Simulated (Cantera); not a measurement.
A closed system holds: 1 mol MgO, 0.82 mol N2, equilibrated at 1.30 Pa.

These are equilibrium values from Cantera (NASA tables, ideal gas, pure condensed phases), not measurements of a reactor. Candidate condensed phases: Mg, MgO; 13 gas species. Kinetics and transport are ignored.

Task: At 2075 K, list the 5 most abundant gas species with their mole fractions, and the condensed phases.

Result: Mg 0.403, N2 0.330, O2 0.139, O 0.121, NO 0.00492. Condensed: gas only.
